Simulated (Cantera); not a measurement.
A Cantera script and its output.

```python
import numpy as np
import cantera as ct

surf = ct.Interface("diamond.yaml", "diamond_100")
gas, bulk = surf.adjacent["gas"], surf.adjacent["diamond"]
k = surf.kinetics_species_index(bulk.species_names[0])
cover = ["c6HH", "c6H*", "c6*H", "c6**", "c6HM", "c6B"]

rows, drift = [], 0.0
print(f"{'P':>10s}{'um/h':>11s}" + "".join(f"{s:>11s}" for s in cover))
for v in [1500, 2300, 3600, 5600, 8800, 14000, 22000, 34000]:
    T, P, xH, xCH3 = 1400, v, 0.0016, 5e-05
    gas.TPX = T, P, {"H": xH, "CH3": xCH3, "CH4": 0.0035, "H2": 1 - xH - xCH3 - 0.0035}
    surf.TP = bulk.TP = T, P
    surf.coverages = "c6H*:0.1, c6HH:0.9"
    surf.advance_coverages(100.0)
    before = surf.coverages
    surf.advance_coverages(100.0)
    drift = max(drift, np.max(np.abs(surf.coverages - before) / (surf.coverages + 1e-9)))
    rate = surf.net_production_rates[k] * bulk.mean_molecular_weight / bulk.density * 3.6e9
    rows.append([rate, *surf[cover].coverages])
    print(f"{v:10.4g}{rate:11.4e}" + "".join(f"{x:11.3e}" for x in rows[-1][1:]))
```

Output:

```
         P       um/h       c6HH       c6H*       c6*H       c6**       c6HM        c6B
      1500 3.1708e-02  3.789e-01  5.710e-02  5.226e-01  4.130e-02  3.846e-06  8.604e-11
      2300 6.5795e-02  3.791e-01  5.708e-02  5.224e-01  4.125e-02  6.123e-06  1.785e-10
      3600 1.3571e-01  3.792e-01  5.707e-02  5.223e-01  4.121e-02  1.000e-05  3.683e-10
      5600 2.6533e-01  3.793e-01  5.706e-02  5.221e-01  4.118e-02  1.622e-05  7.200e-10
      8800 5.0519e-01  3.794e-01  5.706e-02  5.221e-01  4.115e-02  2.645e-05  1.371e-09
   1.4e+04 9.4511e-01  3.794e-01  5.707e-02  5.220e-01  4.112e-02  4.333e-05  2.565e-09
   2.2e+04 1.7024e+00  3.794e-01  5.708e-02  5.219e-01  4.111e-02  6.932e-05  4.620e-09
   3.4e+04 2.9826e+00  3.794e-01  5.711e-02  5.218e-01  4.110e-02  1.079e-04  8.093e-09
```

Cantera simulation using the Harris–Goodwin 1993 mechanism for the reconstructed diamond (100) surface; the numbers are that mechanism's predictions, not measurements.
